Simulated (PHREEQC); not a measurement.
**Polishing slurry liquid**

Solution (80 °C): 0.00022 mol/kgw K2CO3 and 5.7e-05 mol/kgw KNO3. Closed to the air; pH follows from the charge balance.

Equilibrium calculation in PHREEQC: ion-association model, phreeqc.dat.

This is a speciation only: nothing precipitates in the calculation.

### Question
Estimate the pH.

### Answer
pH 8.89.

### Question
In which forms is C present?

### Answer
HCO3- 94 %, CO3-2 6.0 % of the C.

Away from 25 °C the constants follow the database's enthalpies or fits; those with neither stay at their 25 °C values.
